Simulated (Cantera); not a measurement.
**Thermodynamics of nitride etching, feed BN + F2**

A closed system holds: 1 mol BN, a varied amount of F2, held at 1900 K and 580 Pa.

These are equilibrium values from Cantera (NASA tables, ideal gas, pure condensed phases), not measurements of a reactor. Candidate condensed phases: B, BN; 13 gas species. The tables' values for BF2 are old estimates; treat these amounts as uncertain. Equilibrium is a limit: real reactors are often held back by kinetics, nucleation or transport.

```csv
n(F2) (mol),x F,x BF3,x N2,x BF2,x F2,x BF
1.5,0.000341,0.666,0.333,0.000341,5.37e-12,1.49e-7
1.7,0.211,0.526,0.263,4.37e-7,2.04e-6,<1e-12
2,0.400,0.400,0.200,1.75e-7,7.37e-6,<1e-12
2.3,0.516,0.323,0.161,1.09e-7,1.23e-5,<1e-12
2.7,0.615,0.256,0.128,7.29e-8,1.74e-5,<1e-12
3.1,0.681,0.213,0.106,5.47e-8,2.13e-5,<1e-12
3.7,0.746,0.169,0.0847,3.98e-8,2.56e-5,<1e-12
4.3,0.789,0.141,0.0704,3.12e-8,2.86e-5,<1e-12
5,0.823,0.118,0.0588,2.50e-8,3.12e-5,<1e-12
5.8,0.851,0.0990,0.0495,2.03e-8,3.34e-5,<1e-12
6.8,0.876,0.0826,0.0413,1.65e-8,3.53e-5,<1e-12
7.9,0.895,0.0699,0.0350,1.37e-8,3.69e-5,<1e-12
```
x: gas mole fraction; nothing condenses.

From 1.5 mol F2 to 7.9 mol F2 nothing is condensed. The main B-bearing gas is BF3 throughout.
